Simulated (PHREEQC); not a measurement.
Leach liquor: an equilibrium model

Make-up at 25 °C: 0.044 mol H2SO4, 4.4e-05 mol Al2(SO4)3 and 0.025 mol Fe2(SO4)3 per kg of water. Closed to the air; pH follows from the charge balance.

Equilibrium calculation in PHREEQC: ion-association model, phreeqc.dat.

Each row changes one thing in this solution. Precipitation was switched off in this run.

```csv
case,pH,ionic strength (mol/kgw),HSO4- (mol/kgw),SO4-2 (mol/kgw)
as made,1.46,0.136,0.0384,0.0260
diluted 5-fold with water,1.98,0.0335,0.00528,(withheld)
0.017 mol/kgw HBr added,(withheld),0.150,0.0423,0.0234
Al2(SO4)3 left out,1.46,0.135,0.0384,0.0260
temperature from 25 to 65 °C,1.58,0.119,0.0500,0.0169
Fe2(SO4)3 left out,1.32,0.0699,0.0312,(withheld)
diluted 100-fold with water,2.98,0.00312,7.65e-5,(withheld)
```

**Question.** Complete the blanks.

**Answer.** 
- diluted 5-fold with water, SO4-2 (mol/kgw): 0.00844
- 0.017 mol/kgw HBr added, pH: 1.36
- Fe2(SO4)3 left out, SO4-2 (mol/kgw): 0.0129
- diluted 100-fold with water, SO4-2 (mol/kgw): 0.000902

Some of these states are supersaturated (in Hematite (slow to form), Goethite (slow to form), for instance). At this temperature some constants are extrapolated from 25 °C, and those without enthalpy data are left unchanged.
